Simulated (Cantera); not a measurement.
Input: 1 mol Pb, a varied amount of H₂S, 63 mol N₂, equilibrated at 1150 °C and 0.280 bar.

Equilibrium computed with Cantera from the NASA thermochemical tables; the gas is ideal and each condensed phase is pure. Candidate condensed phases: Pb, PbS, S; 18 gas species. Kinetics and transport are ignored.

x: gas mole fraction; nothing condenses.

```
n(H₂S) (mol)   x N₂     x Pb      x H₂     x PbS    x H₂S        x S₂
------------  -----  -------  --------  --------  -------  ----------
0.015         0.984   0.0154  0.000234  0.000234  4.59e-8  (withheld)
0.024         0.984   0.0152  0.000375  0.000375  1.19e-7  (withheld)
0.04          0.984   0.0150  0.000624  0.000624  3.35e-7  (withheld)
0.066         0.983   0.0146   0.00103   0.00103  9.35e-7  (withheld)
0.11          0.983   0.0139   0.00171   0.00171  2.72e-6  (withheld)
0.18          0.982   0.0128   0.00280   0.00279  7.87e-6  (withheld)
0.3           0.980   0.0109   0.00464   0.00463  2.53e-5  (withheld)
0.49          0.977  0.00804   0.00751   0.00747  8.98e-5  (withheld)
```

Q: Complete the blanks.

A: 
- 0.015, x S₂: 4.73e-9
- 0.024, x S₂: 1.23e-8
- 0.04, x S₂: 3.54e-8
- 0.066, x S₂: 1.02e-7
- 0.11, x S₂: 3.11e-7
- 0.18, x S₂: 9.75e-7
- 0.3, x S₂: 3.67e-6
- 0.49, x S₂: 1.76e-5
